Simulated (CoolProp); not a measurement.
A Linde-Hampson liquefier for carbon monoxide: isothermal reversible compression at 200 K from 1 atm to 15 MPa, throttling to 1 atm, return gas leaving the recuperator 2 K below the feed. Each further row changes one setting.

Computed with CoolProp (reference Helmholtz-energy equation of state, Lemmon 2006). It is a short technical equation, of lower accuracy than the large ones.

```csv
case,liquid yield per pass,compression work (kJ/kg of gas)
as stated,[?],278
high pressure 30 MPa,[?],[?]
warm-end temperature 230 K,[?],[?]
warm-end gap 7 K,[?],278
```

### Question
Fill in the missing entries.

### Answer

- as stated, liquid yield per pass: 0.221
- high pressure 30 MPa, liquid yield per pass: 0.276
- high pressure 30 MPa, compression work (kJ/kg of gas): 316
- warm-end temperature 230 K, liquid yield per pass: 0.147
- warm-end temperature 230 K, compression work (kJ/kg of gas): 330
- warm-end gap 7 K, liquid yield per pass: 0.209
